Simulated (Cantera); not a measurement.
A closed system holds: 1 mol B, 0.63 mol O2, 17 mol N2, at 37000 Pa.

Cantera equilibrium calculation (NASA polynomials, part measured and part estimated; ideal gas, pure solids and liquids). Candidate condensed phases: B, BN, B2O3; 17 gas species. Equilibrium is a limit: real reactors are often held back by kinetics, nucleation or transport.

At 1725 °C, list the 4 most abundant gas species with their mole fractions, and the condensed phases.

N2 0.973, B2O3 0.0195, B2O2 0.00603, BO 0.00180. Condensed: BN(s).
